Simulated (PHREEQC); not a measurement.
## Metal-bearing waste water: speciation

Dissolve 0.017 mol ZnSO4, 0.00017 mol CuCl2 and 0.2 mol NaF per kg of water at 53 °C. Closed to the air; pH follows from the charge balance.

Equilibrium calculation in PHREEQC: ion-association model, wateq4f.dat.

Precipitation was switched off in this run.

Estimate the pH.

pH 6.62.

In which forms is Cu present?

CuF+ 41 %, Cu+2 35 %, Cu2(OH)2+2 13 %, CuSO4 7.3 %, Cu(OH)2 3.6 %, CuOH+ 0.6 % of the Cu.

The solution is supersaturated, for example in Cu(OH)2, Atacamite, so a real one may precipitate; this is no full list. Constants without temperature data keep their 25 °C values here.
